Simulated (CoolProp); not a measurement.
A simple Rankine cycle with n-pentane: condensing at 306.15 K, boiler at 1.64 MPa, turbine inlet 426.7 K, turbine efficiency 0.65, pump efficiency 0.8, no recuperator. Each further row changes one setting.

Computed with CoolProp (reference Helmholtz-energy equation of state, Thol 2019).

```csv
case,thermal efficiency (%),net work (kJ/kg),heat in (kJ/kg),turbine exit temperature (K),volume ratio over the turbine
as stated,?,70.3,545,367.7,21.9
turbine inlet 446.7 K,12.8,76.6,600,391.6,20.4
condensing temperature 298.15 K,13.7,77.5,564,363.6,29.0
boiler pressure 1.15 MPa,11.7,66.4,?,?,13.6
turbine efficiency 0.55,10.8,59.0,545,373.3,22.3
```

Problem. Some entries are withheld; supply them.

Solution. 
- as stated, thermal efficiency (%): 12.9
- boiler pressure 1.15 MPa, heat in (kJ/kg): 567
- boiler pressure 1.15 MPa, turbine exit temperature (K): 380.5
